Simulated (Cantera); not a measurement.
## Ca(OH)2 + CO2 (calcination and drying)

Input: 1 mol Ca(OH)2, 0.078 mol CO2, equilibrated at 100 Torr.

Cantera equilibrium calculation (NASA polynomials, part measured and part estimated; ideal gas, pure solids and liquids). Candidate condensed phases: C, C6H6, C7H8, C8H18, Ca, CaCO3, CaO, Ca(OH)2, H2O; 115 gas species. Equilibrium is a limit: real reactors are often held back by kinetics, nucleation or transport.

From 1000 K to 1900 K the condensed part is CaO(s).

| T (K) | log p H2O | log p CO2 | log p H2 | log p O2 | log p OH | n CaO(s) |
|---|---|---|---|---|---|---|
| 1000 | -0.91 | -2.02 | -7.22 | -7.50 | -8.60 | 1.00 |
| 1100 | -0.91 | -2.02 | -6.43 | -6.71 | -7.63 | 1.00 |
| 1200 | -0.91 | -2.02 | -5.78 | -6.05 | -6.82 | 1.00 |
| 1300 | -0.91 | -2.02 | -5.22 | -5.49 | -6.14 | 1.00 |
| 1400 | -0.91 | -2.02 | -4.75 | -5.01 | -5.55 | 1.00 |
| 1500 | -0.91 | -2.02 | -4.33 | -4.59 | -5.04 | 1.000 |
| 1600 | -0.91 | -2.02 | -3.97 | -4.23 | -4.59 | 1.000 |
| 1700 | -0.91 | -2.02 | -3.65 | -3.90 | -4.20 | 1.000 |
| 1800 | -0.91 | -2.02 | -3.37 | -3.62 | -3.85 | 1.000 |
| 1900 | -0.91 | -2.03 | -3.12 | -3.36 | -3.54 | 1.000 |
log p: log10 of the partial pressure in bar; n: condensed amount in mol.
